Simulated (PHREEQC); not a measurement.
Solution (25 °C): 0.078 mol/kgw NaNO3, 0.0024 mol/kgw Pb(NO3)2 and 0.00053 mol/kgw MgSO4. Closed to the air; pH follows from the charge balance.

Model: ion-association model, phreeqc.dat, run in PHREEQC.

```yaml
pH: 5.43
ionic_strength: 0.0855 mol/kgw
specific_conductance: 8460 µS/cm
density: 1.002 g/cm³
```

```json
[
 {"species": "NO3-", "molality": "0.0821", "activity": "0.0629", "log γ": "-0.116"},
 {"species": "Na+", "molality": "0.0779", "activity": "0.0619", "log γ": "-0.100"},
 {"species": "Pb+2", "molality": "0.00160", "activity": "0.000625", "log γ": "-0.409"},
 {"species": "PbNO3+", "molality": "0.000736", "activity": "0.000581", "log γ": "-0.102"},
 {"species": "Mg+2", "molality": "0.000522", "activity": "0.000221", "log γ": "-0.373"},
 {"species": "SO4-2", "molality": "0.000405", "activity": "0.000159", "log γ": "-0.406"},
 {"species": "NaSO4-", "molality": "6.18e-5", "activity": "4.93e-5", "log γ": "-0.098"},
 {"species": "PbSO4", "molality": "5.48e-5", "activity": "5.59e-5", "log γ": "0.009"},
 {"species": "MgSO4", "molality": "8.07e-6", "activity": "8.23e-6", "log γ": "0.009"},
 {"species": "H+", "molality": "4.46e-6", "activity": "3.71e-6", "log γ": "-0.080"},
 {"species": "PbOH+", "molality": "4.15e-6", "activity": "3.28e-6", "log γ": "-0.102"},
 {"species": "Pb2OH+3", "molality": "3.82e-7", "activity": "4.59e-8", "log γ": "-0.921"},
 {"species": "Pb(SO4)2-2", "molality": "1.20e-7", "activity": "4.66e-8", "log γ": "-0.409"},
 {"species": "HSO4-", "molality": "7.25e-8", "activity": "5.73e-8", "log γ": "-0.102"},
 {"species": "OH-", "molality": "3.52e-9", "activity": "2.72e-9", "log γ": "-0.112"}
]
```

This is a speciation only: nothing precipitates in the calculation. Saturation is exceeded, for instance for Anglesite; the values hold only as long as no solid forms.
